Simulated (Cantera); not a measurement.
Equilibrium for aluminium nitride and oxide growth: AlI3 + N2 + H2 + N2O

Input: 1 mol AlI3, 84 mol N2, 73 mol H2, 1.1 mol N2O, held at 100000 Pa.

Equilibrium computed with Cantera from the NASA thermochemical tables; the gas is ideal and each condensed phase is pure. Candidate condensed phases: Al, AlI3, AlN, Al2O3, H2O, I2; 41 gas species. Mutual solubility and eutectic melting of coexisting phases are not modelled. Condensed phases not in the tables: aluminium oxynitride. Rates play no part.

From 1523 K to 1823 K the condensed part is AlN(s) + Al2O3(s). At 1873 K the condensed part is Al2O3(s). The main Al-bearing gas is AlI throughout. The share of Al in condensed phases is highest at 1523 K (99.4 %) and lowest at 1873 K (72.8 %).

```csv
T (K),x N2,x H2,x HI,x I,x AlI,x H,n AlN(s),n Al2O3(s)
1523,0.531,0.450,0.0125,0.00620,2.51e-5,1.55e-5,0.262,0.366
1573,0.531,0.450,0.0115,0.00710,5.56e-5,2.73e-5,0.258,0.366
1623,0.531,0.451,0.0106,0.00797,0.000116,4.64e-5,0.248,0.366
1673,0.530,0.451,0.00967,0.00878,0.000227,7.65e-5,0.231,0.366
1723,0.530,0.451,0.00876,0.00949,0.000423,0.000122,0.200,0.365
1773,0.530,0.451,0.00785,0.0101,0.000749,0.000191,0.149,0.365
1823,0.530,0.451,0.00695,0.0105,0.00126,0.000291,0.0676,0.365
1873,0.530,0.451,0.00618,0.0108,0.00168,0.000433,0,0.364
```
x: gas mole fraction; n: condensed amount in mol.
